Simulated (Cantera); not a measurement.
Input (Python, Cantera):

```python
import numpy as np
import cantera as ct

gas = ct.Solution("gri30.yaml")
gas.TPX = 1250, 26000, {'CH4': 1, 'H2': 1.2, 'O2': 6.5, 'N2': 24.4}
reactor = ct.IdealGasReactor(gas, energy="on", clone=False)
net = ct.ReactorNet([reactor])
net.rtol, net.atol = 1e-08, 1e-16
show = ['CH4', 'H2', 'O2', 'H2O', 'CO2', 'C2H2', 'NO2']
times = np.geomspace(2e-06, 0.3, 10)

steps = ct.SolutionArray(gas, extra=["t"])
rows = []
print(f"{'t/s':>10s}{'T/K':>9s}{'P/Pa':>11s}" + "".join(f"{s:>11s}" for s in show))
for t in times:
    while net.time < t:
        t_next = net.step()
        steps.append(gas.state, t=t_next)
    rows.append([np.interp(t, steps.t, y) for y in (steps.T, steps.P, *steps(*show).X.T)])
    print(f"{t:10.3e}{rows[-1][0]:9.1f}{rows[-1][1]:11.4g}" + "".join(f"{x:11.3e}" for x in rows[-1][2:]))
rate = np.gradient(steps.T, steps.t)
print("integrator steps:", len(steps.t))
if steps.T.max() > steps.T[0] + 200:
    print(f"time of steepest temperature rise: {steps.t[rate.argmax()]:.4e} s")
gas.TPX = 1250, 26000, {'CH4': 1, 'H2': 1.2, 'O2': 6.5, 'N2': 24.4}
gas.equilibrate("UV")
print(f"equilibrium (UV): T = {gas.T:.1f} K  " + "  ".join(f"{s} {gas[s].X[0]:.3e}" for s in show))
```

Output:

```
       t/s      T/K       P/Pa        CH4         H2         O2        H2O        CO2       C2H2        NO2
 2.000e-06   1250.0    2.6e+04  3.021e-02  3.625e-02  1.964e-01  1.712e-11  1.166e-19  3.810e-29  2.870e-30
 7.519e-06   1250.0    2.6e+04  3.021e-02  3.625e-02  1.964e-01  5.811e-10  2.314e-17  3.680e-26  1.286e-27
 2.827e-05   1250.0    2.6e+04  3.021e-02  3.625e-02  1.964e-01  1.235e-08  3.838e-15  6.825e-23  4.914e-25
 1.063e-04   1250.0    2.6e+04  3.021e-02  3.625e-02  1.964e-01  2.466e-07  9.791e-13  2.470e-19  1.519e-22
 3.995e-04   1250.1    2.6e+04  3.017e-02  3.622e-02  1.963e-01  5.286e-05  3.495e-08  4.776e-13  3.598e-18
 1.502e-03   2168.4  4.486e+04  5.673e-20  2.717e-03  1.155e-01  8.719e-02  2.598e-02  1.385e-24  1.425e-08
 5.646e-03   2305.1   4.73e+04  1.243e-20  8.568e-04  1.173e-01  9.315e-02  2.912e-02 -4.820e-25  2.356e-07
 2.123e-02   2303.0  4.725e+04  1.196e-20  8.435e-04  1.168e-01  9.322e-02  2.915e-02  2.166e-25  8.937e-07
 7.980e-02   2295.7  4.709e+04  1.080e-20  8.172e-04  1.152e-01  9.338e-02  2.921e-02  1.813e-25  2.857e-06
 3.000e-01   2285.2  4.687e+04  9.298e-21  7.806e-04  1.128e-01  9.360e-02  2.928e-02  1.396e-25  5.637e-06
integrator steps: 1547
time of steepest temperature rise: 8.0684e-04 s
equilibrium (UV): T = 2283.2 K  CH4 1.395e-20  H2 7.739e-04  O2 1.124e-01  H2O 9.364e-02  CO2 2.930e-02  C2H2 1.565e-25  NO2 6.157e-06
```

Model: GRI-Mech 3.0 (53 species, 325 reactions), integrated in Cantera.
